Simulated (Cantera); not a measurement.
# SiO₂ + F₂ + Cl₂ (oxide etching and cleaning by halides)

A closed system holds: 1 mol SiO₂, 3.5 mol F₂, 8.5 mol Cl₂, equilibrated at 14.0 Pa.

These are equilibrium values from Cantera (NASA tables, ideal gas, pure condensed phases), not measurements of a reactor. Candidate condensed phases: Si, SiO₂; 26 gas species. Equilibrium is a limit: real reactors are often held back by kinetics, nucleation or transport.

From 825 K to 1800 K nothing is condensed. The main Si-bearing gas is SiF₄ throughout.

```json
[
 {"T (K)": "825", "x Cl": "0.00106", "x Cl₂": "0.583", "x ClF": "0.250", "x F": "0.000122", "x SiF₄": "0.0833", "x O₂": "0.0833"},
 {"T (K)": "900", "x Cl": "0.00476", "x Cl₂": "0.580", "x ClF": "0.249", "x F": "0.000607", "x SiF₄": "0.0831", "x O₂": "0.0831"},
 {"T (K)": "975", "x Cl": "0.0169", "x Cl₂": "0.570", "x ClF": "0.245", "x F": "0.00236", "x SiF₄": "0.0825", "x O₂": "0.0825"},
 {"T (K)": "1050", "x Cl": "0.0495", "x Cl₂": "0.546", "x ClF": "0.235", "x F": "0.00747", "x SiF₄": "0.0810", "x O₂": "0.0810"},
 {"T (K)": "1125", "x Cl": "0.122", "x Cl₂": "0.491", "x ClF": "0.213", "x F": "0.0197", "x SiF₄": "0.0774", "x O₂": "0.0774"},
 {"T (K)": "1200", "x Cl": "0.251", "x Cl₂": "0.394", "x ClF": "0.170", "x F": "0.0429", "x SiF₄": "0.0711", "x O₂": "0.0711"},
 {"T (K)": "1275", "x Cl": "0.427", "x Cl₂": "0.261", "x ClF": "0.111", "x F": "0.0757", "x SiF₄": "0.0624", "x O₂": "0.0624"},
 {"T (K)": "1350", "x Cl": "0.593", "x Cl₂": "0.136", "x ClF": "0.0561", "x F": "0.106", "x SiF₄": "0.0542", "x O₂": "0.0541"},
 {"T (K)": "1425", "x Cl": "0.697", "x Cl₂": "0.0576", "x ClF": "0.0228", "x F": "0.125", "x SiF₄": "0.0491", "x O₂": "0.0491"},
 {"T (K)": "1500", "x Cl": "0.743", "x Cl₂": "0.0226", "x ClF": "0.00862", "x F": "0.132", "x SiF₄": "0.0469", "x O₂": "0.0468"},
 {"T (K)": "1575", "x Cl": "0.761", "x Cl₂": "0.00907", "x ClF": "0.00334", "x F": "0.135", "x SiF₄": "0.0460", "x O₂": "0.0459"},
 {"T (K)": "1650", "x Cl": "0.767", "x Cl₂": "0.00384", "x ClF": "0.00137", "x F": "0.136", "x SiF₄": "0.0457", "x O₂": "0.0454"},
 {"T (K)": "1725", "x Cl": "0.770", "x Cl₂": "0.00174", "x ClF": "0.000604", "x F": "0.136", "x SiF₄": "0.0455", "x O₂": "0.0450"},
 {"T (K)": "1800", "x Cl": "0.771", "x Cl₂": "0.000833", "x ClF": "0.000283", "x F": "0.136", "x SiF₄": "0.0455", "x O₂": "0.0444"}
]
```
x: gas mole fraction; nothing condenses.
